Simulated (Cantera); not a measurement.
# Iron carbonyl, mercury and lead vapours: Fe(CO)5 + O2 + N2 + H2

Feed: 1 mol Fe(CO)5, a varied amount of O2, 3 mol N2, 0.095 mol H2, held at 1398.15 K and 1.00 bar.

Equilibrium computed with Cantera from the NASA thermochemical tables; the gas is ideal and each condensed phase is pure. Candidate condensed phases: C, C6H6, C7H8, C8H18, Fe, Fe(CO)5, FeO, Fe(OH)2, Fe(OH)3, Fe2O3, Fe3O4, H2O; 140 gas species. Mutual solubility and eutectic melting of coexisting phases are not modelled. The tables' stoichiometric FeO is somewhat more stable than real wüstite, so its field is too wide. FeO: taken at fixed stoichiometry. The numbers say what is thermodynamically allowed, not how fast it happens.

```tsv
n(O2) (mol)	x CO	x N2	x CO2	x H2	x H2O	x HCN	x H	x NH3	n Fe(γ)	n FeO(s)
0.056	0.604	0.371	0.0133	0.0112	0.000533	1.51e-6	5.02e-7	6.21e-8	1.00	0
0.25	0.558	0.371	0.0596	0.00953	0.00220	2.66e-7	4.63e-7	4.88e-8	1.00	0
0.44	0.527	0.371	0.0911	0.00854	0.00320	1.46e-7	4.38e-7	4.13e-8	0.883	0.117
0.63	0.527	0.371	0.0911	0.00854	0.00320	1.46e-7	4.38e-7	4.13e-8	0.503	0.497
0.82	0.527	0.371	0.0911	0.00854	0.00320	1.46e-7	4.38e-7	4.13e-8	0.123	0.877
1	0.498	0.371	0.120	0.00773	0.00401	9.49e-8	4.17e-7	3.56e-8	0	1.00
1.2	0.450	0.371	0.168	0.00650	0.00524	5.06e-8	3.82e-7	2.74e-8	0	1.00
1.4	0.402	0.371	0.216	0.00542	0.00631	2.86e-8	3.49e-7	2.09e-8	0	1.00
```
x: gas mole fraction; n: condensed amount in mol.

From 0.056 mol O2 to 0.25 mol O2 the condensed part is Fe(γ). From 0.44 mol O2 to 0.82 mol O2 the condensed part is Fe(γ) + FeO(s). From 1 mol O2 to 1.4 mol O2 the condensed part is FeO(s). The main Fe-bearing gas is Fe at 0.056 mol O2 and Fe(OH)2 at 1.4 mol O2.
